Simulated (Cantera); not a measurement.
A freely propagating, adiabatic, planar premixed flame of CH4 : O2 : N2 = 1 : 1.54 : 5.78 (molar parts), equivalence ratio 1.3, unburnt at 700 K and 1.00 bar; mixture-averaged transport, grid criteria slope 0.08 and curve 0.16, no radiation.

Cantera simulation using GRI-Mech 3.0 (53 species, 325 reactions); the numbers are that mechanism's predictions, not measurements. Burning velocities carry a grid error of a few per cent, more on coarse grids.

Task: How do the results move with these cheaper or finer settings: unity-Lewis-number transport; multicomponent transport; multicomponent+Soret transport; grid criteria slope 0.5, curve 1; grid criteria slope 0.25, curve 0.5; grid criteria slope 0.03, curve 0.06?

Result: 
```tsv
setting	laminar burning velocity	thermal thickness	peak x(HO2)	peak x(HCO)	grid points
as above	144 cm/s	0.339 mm	0.000144	6.63e-5	142
unity-Lewis-number transport	88.9 cm/s	0.445 mm	7.00e-5	4.57e-5	133
multicomponent transport	144 cm/s	0.345 mm	0.000143	6.62e-5	143
multicomponent+Soret transport	143 cm/s	0.341 mm	0.000145	6.72e-5	142
grid criteria slope 0.5, curve 1	165 cm/s	0.377 mm	0.000145	6.79e-5	42
grid criteria slope 0.25, curve 0.5	151 cm/s	0.352 mm	0.000144	6.68e-5	59
grid criteria slope 0.03, curve 0.06	141 cm/s	0.337 mm	0.000144	6.57e-5	354
```
The base run took roughly 11 core-seconds.
Unity Lewis numbers drop preferential diffusion, which matters most where H2 and H carry the flame; Soret adds thermal diffusion.
